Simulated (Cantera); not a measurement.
Input (Python, Cantera) and output of one run.

```python
import numpy as np
import cantera as ct

gas_names = """
    B BCL BCL2 BCL3 BN BO BOCL BO2 B2 B2O B2O2 B2O3 B3O3CL3 CL CLO CL2 N NO NO2 NO3 N2 N2O O O2 O3
""".split()
cond_names = """
    B(b) B(L) BN(s) B2O3(L)
""".split()


# ... load() reads the species with a 1 bar reference pressure and builds the phases ...
atoms = {
    'BCl3': {'B': 1, 'CL': 3},
    'O2': {'O': 2},
    'N2': {'N': 2},
}
top_T = {'BN(s)': 3200}  # K; cautious upper limits of use, not melting points


# ... equilibrate(T, P, feed) seeds the gas with the atoms and calls Mixture.equilibrate('TP', solver="vcs", rtol=1e-11, max_steps=5000) ...
results = []
feed = {'BCl3': 1, 'O2': 3.7, 'N2': 41}  # mol
T = 2273.15  # K
P = 1333.22  # Pa
mix = equilibrate(T, P, feed)
results.append((T, P, feed, dict(zip(mix.species_names, mix.species_moles))))
print(gas.report(threshold=1e-05))
for i in range(1, mix.n_phases):
    print(f"{mix.phase(i).name:16s} {mix.phase_moles(i):12.5e} mol")
```

Output:

```
       temperature   2273.2 K
          pressure   1333.2 Pa
           density   0.0020437 kg/m^3
  mean mol. weight   28.973 kg/kmol
   phase of matter   gas

                          1 kg             1 kmol
                     ---------------   ---------------
          enthalpy        2.3754e+06        6.8822e+07  J
   internal energy        1.7231e+06        4.9922e+07  J
           entropy             10264        2.9738e+05  J/K
    Gibbs function       -2.0956e+07       -6.0716e+08  J
 heat capacity c_p            1245.4             36083  J/K
 heat capacity c_v            958.46             27769  J/K

                      mass frac. Y      mole frac. X     chem. pot. / RT
                     ---------------   ---------------   ---------------
                BO        0.00046997         0.0005079           -40.818
              BOCL         0.0012669        0.00058958           -64.488
               BO2          0.014141          0.009571           -59.073
              B2O3          0.012329         0.0051311           -99.891
                CL          0.076052          0.062156            -23.67
               CLO        3.6416e-05        2.0507e-05           -41.924
               CL2        3.6722e-05        1.5006e-05            -47.34
                NO          0.007929         0.0076559           -34.182
                N2           0.82612           0.85439           -31.855
                 O          0.004608         0.0083446           -18.254
                O2          0.057011          0.051621           -36.509
     [  +14 minor]        2.3188e-06        1.5065e-06

B(b)              0.00000e+00 mol
BN(s)             0.00000e+00 mol
B2O3(L)           0.00000e+00 mol
```

These are equilibrium values from Cantera (NASA tables, ideal gas, pure condensed phases), not measurements of a reactor. The tables' values for BOCl are old estimates; treat these amounts as uncertain.
